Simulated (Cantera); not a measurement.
Input: 1 mol CuO, 320 mol H2, equilibrated at 1000 °C and 9.00 Torr.

Equilibrium computed with Cantera from the NASA thermochemical tables; the gas is ideal and each condensed phase is pure. Candidate condensed phases: Cu, CuO, Cu(OH)2, Cu2O, H2O; 12 gas species. Rates play no part.

Base state: H2 0.997, H2O 0.00312 (mole fractions); condensed: Cu(s).

What changes in the equilibrium state with this change: temperature from 1000 °C to 1800 °C?


| species | before | after |
|---|---|---|
| H2 | 0.997 | 0.970 |
| H | 6.50e-6 | 0.0236 |
| Cu | 6.87e-6 | 0.00308 |
| H2O | 0.00312 | 0.00307 |
| Cu(s), mol | 0.998 | 0 |

What changes in the equilibrium state with this change: CuO replaced by NiS?


| species | before | after |
|---|---|---|
| H2 | 0.997 | 0.997 |
| H2S | 0 | 0.00310 |
| SH | 0 | 1.20e-5 |
| H2O | 0.00312 | 0 |
| Cu(s), mol | 0.998 | 0 |
| Ni(s), mol | 0 | 1.000 |
Further candidate phases: Ni, NiS, NiS2, Ni3S2, Ni3S4, S.
